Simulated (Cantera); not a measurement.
## Iron carbonyl, mercury and lead vapours: Hg + O₂ + N₂

Charge: 1 mol Hg, 1.4 mol O₂, 0.85 mol N₂, held at 1498.15 K and 41.0 Pa.

Method: chemical equilibrium by Gibbs-energy minimisation in Cantera with the NASA 1993 tables (ideal gas, pure condensed phases). Candidate condensed phases: Hg, HgO; 10 gas species. Kinetics and transport are ignored.

```
Item                                  Value
--------------------------------  ---------
x(O₂)                                 0.430
x(Hg)                                 0.308
x(N₂)                                 0.261
x(NO)                              0.000999
x(O)                               0.000128
gas amount                        3.250 mol
log10 activity of Hg(l) (absent)      -6.64
```
